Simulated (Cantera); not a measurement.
# Nitride etching: Si3N4 + O2 + H2

A closed system holds: 1 mol Si3N4, 0.6 mol O2, a varied amount of H2, held at 3.30 Pa.

These are equilibrium values from Cantera (NASA tables, ideal gas, pure condensed phases), not measurements of a reactor. Candidate condensed phases: H2O, Si, SiO2, Si2N2O, Si3N4; 35 gas species. Mutual solubility and eutectic melting of coexisting phases are not modelled. The numbers say what is thermodynamically allowed, not how fast it happens.

Stable condensed phases:

```
T in K \ n(H2) in mol
         0.9 1.8 3.4 6.6  13  25  49
   2173    A   A   A   A   A   A   A
   2023    A   A   A   A   A   A   A
   1873    B   A   A   A   A   A   A
   1723    B   B   B   B   B   B   B
   1573    B   B   B   B   B   B   B
   1423    C   D   E   E   E   E   B
   1273    C   C   C   C   C   C   C
   1123    C   C   C   C   C   C   C
    973    C   C   C   C   C   C   C
    823    C   C   C   C   C   C   C
```

A: gas only; B: Si; C: Si2N2O + Si3N4; D: Si + Si2N2O + Si3N4; E: Si + Si2N2O.
